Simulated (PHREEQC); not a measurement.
Nickel, zinc or cadmium bath: speciation

Dissolve 0.014 mol/kgw CdSO4, 0.00069 mol/kgw NaOH and 0.00036 mol/kgw H2SO4 at 15 °C. Closed to the air; pH follows from the charge balance.

The numbers come from PHREEQC with the ion-association model, wateq4f.dat.

Each row changes one thing in this solution. This is a speciation only: nothing precipitates in the calculation.

```csv
case,pH,ionic strength (mol/kgw),Cd+2 (mol/kgw),SO4-2 (mol/kgw),CdSO4 (mol/kgw),Cd(SO4)2-2 (mol/kgw),SI of Mirabilite (Na2SO4:10H2O)
as made,4.71,0.0351,0.00852,0.00836,0.00498,0.000498,-7.26
H2SO4 replaced by Al2(SO4)3 at the same molality,5.93,0.0365,0.00845,0.00869,0.00503,0.000522,-7.25
CdSO4 from 0.014 to 0.0014 mol/kgw,4.59,0.00566,0.00115,0.00150,0.000248,4.37e-6,-7.76
NaOH from 0.00069 to 0.000345 mol/kgw,3.62,0.0350,0.00854,0.00831,0.00496,0.000493,-7.86
0.0082 mol/kgw NaCl added,4.72,0.0422,0.00732,0.00906,0.00420,0.000455,-5.04
```

Some of these states are supersaturated (in Al(OH)3(a), Boehmite (slow to form), for instance).
